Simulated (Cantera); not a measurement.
Input: 1 mol CO, 22 mol H₂, 7.6 mol N₂, held at 2823.15 K and 1.80 mbar.

These are equilibrium values from Cantera (NASA tables, ideal gas, pure condensed phases), not measurements of a reactor. Candidate condensed phases: C, C₆H₆, C₇H₈, C₈H₁₈, H₂O; 136 gas species. Kinetics and transport are ignored.

**Question.** What is the equilibrium state?

**Answer.** 
- x(H): 0.704
- x(N₂): 0.161
- x(H₂): 0.114
- x(CO): 0.0212
- x(N): 3.92e-5
- x(O): 3.09e-6
- x(HCN): 2.28e-6
- x(CN): 1.22e-6
- gas amount: 47.24 mol
- log10 activity of C(graphite) (absent): -3.93
